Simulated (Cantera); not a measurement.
Input: 1 mol PbO, 2.1 mol H2, 27 mol N2, at 9.00 Torr.

Method: chemical equilibrium by Gibbs-energy minimisation in Cantera with the NASA 1993 tables (ideal gas, pure condensed phases). Candidate condensed phases: H2O, Pb, PbO, PbO2, Pb3O4; 27 gas species. Rates play no part. All values below are at 650 °C.

Base state: N2 0.928, H2 0.0378, H2O 0.0344, Pb 0.000211 (mole fractions); condensed: Pb(l).

Task: What changes in the equilibrium state with this change: PbO replaced by Pb?

Result: 
```tsv
species	before	after
N2	0.928	0.928
H2	0.0378	0.0721
Pb	0.000211	0.000211
H2O	0.0344	0
Pb(l), mol	0.994	0.994
```

Task: What changes in the equilibrium state with this change: H2 from 2.1 to 0.19 mol?

Result: 
| species | before | after |
|---|---|---|
| N2 | 0.928 | 0.993 |
| H2O | 0.0344 | 0.00699 |
| Pb | 0.000211 | 0.000211 |
| H2 | 0.0378 | 7.67e-7 |
| Pb(l), mol | 0.994 | 0.184 |
| PbO(yellow), mol | 0 | 0.810 |
